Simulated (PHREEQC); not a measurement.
Dissolve 0.029 mol/kgw HCl, 0.00076 mol/kgw ZnSO4 and 0.00051 mol/kgw MgSO4 at 75 °C. Closed to the air; pH follows from the charge balance.

Computed with PHREEQC (ion-association model, phreeqc.dat).

* **pH**: 1.62
* **ionic strength**: 0.0316 mol/kgw
* **specific conductance**: 25300 µS/cm
* **total alkalinity**: -29.0 meq/kg

```tsv
species	molality	activity	log γ
Cl-	0.0288	0.0239	-0.082
H+	0.0280	0.0241	-0.065
HSO4-	0.00103	0.000858	-0.080
Zn+2	0.000596	0.000293	-0.309
Mg+2	0.000492	0.000249	-0.296
SO4-2	0.000211	0.000103	-0.310
ZnCl+	0.000150	0.000124	-0.081
MgSO4	1.80e-5	1.82e-5	0.003
ZnSO4	9.78e-6	9.85e-6	0.003
ZnCl2	3.67e-6	3.70e-6	0.003
ZnCl3-	1.54e-7	1.28e-7	-0.081
```

No solid was allowed to form. Away from 25 °C the constants follow the database's enthalpies or fits; those with neither stay at their 25 °C values.
